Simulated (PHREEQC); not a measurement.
PHREEQC input (ion-association model, wateq4f.dat):

```
SOLUTION_MASTER_SPECIES
  An  An-  0  An  62.0  # stands for a non-complexing anion
SOLUTION_SPECIES
  An- = An-
    -log_k 0
    -gamma 3.0 0
PHASES
  Fix_H+
    H+ = H+
    -log_k 0
SOLUTION 1
  temp 25
  units mmol/kgw
  pH 7 charge
  Na 100
  An 100
END
SELECTED_OUTPUT 1
  -reset false
  -pH true
  -pe true
  -ionic_strength true
  -water true
  -totals Na
  -molalities Hfo_wOH Hfo_wOH2+ Hfo_wO- Hfo_sOH Hfo_sOH2+ Hfo_sO-
USER_PUNCH 1
  -headings sigma psi
  10 PUNCH EDL("sigma", "Hfo"), EDL("psi", "Hfo")
PRINT
  -reset false
USE solution 1
SURFACE 1
  Hfo_wOH 0.00988764 600 4.4
  Hfo_sOH 0.000247191
EQUILIBRIUM_PHASES 1
  Fix_H+ -3 HAn 10
    -force_equality true
  O2(g) -0.68 10
END
# ... the last block is repeated for the other 12 points of pH, with NaOH or the acid as the point needs
```

Selected output (columns that matter, 13 of 13 rows; pH added in front):

```
pH	mu	Na	m_Hfo_wOH	m_Hfo_wOH2+	m_Hfo_wO-	m_Hfo_sOH	m_Hfo_sOH2+	m_Hfo_sO-	sigma	psi
3	0.10619	0.1	0.00018115	0.0097064	7.7447e-08	4.5287e-06	0.00024266	1.9362e-09	0.36364	0.1515
3.67	0.10496	0.1	0.00072179	0.0091646	1.3023e-06	1.8045e-05	0.00022911	3.2557e-08	0.3433	0.14885
4.33	0.10405	0.1	0.0020613	0.0078139	1.2456e-05	5.1531e-05	0.00019535	3.1141e-07	0.29228	0.14087
5	0.10297	0.1	0.0039963	0.0058286	6.277e-05	9.9908e-05	0.00014571	1.5693e-06	0.21601	0.12577
5.67	0.10195	0.1	0.0057132	0.0039869	0.00018755	0.00014283	9.9672e-05	4.6888e-06	0.14234	0.10508
6.33	0.10118	0.1	0.0068066	0.0026859	0.00039516	0.00017017	6.7147e-05	9.879e-06	0.08582	0.08068
7	0.10061	0.1	0.0073581	0.0018642	0.00066535	0.00018395	4.6604e-05	1.6634e-05	0.044912	0.052429
7.67	0.10022	0.1	0.0075603	0.0013752	0.00095219	0.00018901	3.4379e-05	2.3805e-05	0.015846	0.021307
8.33	0.10011	0.10022	0.0075828	0.0010486	0.0012562	0.00018957	2.6214e-05	3.1406e-05	-0.0077808	-0.010693
9	0.10048	0.10095	0.0074523	0.00075902	0.0016762	0.00018631	1.8975e-05	4.1905e-05	-0.034362	-0.042472
9.67	0.10103	0.10199	0.0070399	0.00047948	0.0023679	0.000176	1.1987e-05	5.9197e-05	-0.07075	-0.071768
10.33	0.10194	0.1036	0.006145	0.00024754	0.0034946	0.00015362	6.1885e-06	8.7364e-05	-0.12165	-0.097319
11	0.10392	0.10653	0.0046004	9.3366e-05	0.0051929	0.00011501	2.3341e-06	0.00012982	-0.19107	-0.11934
```

Complexes and solids missing from the database can't appear. The oxide is taken as insoluble; below pH 4 it would dissolve.
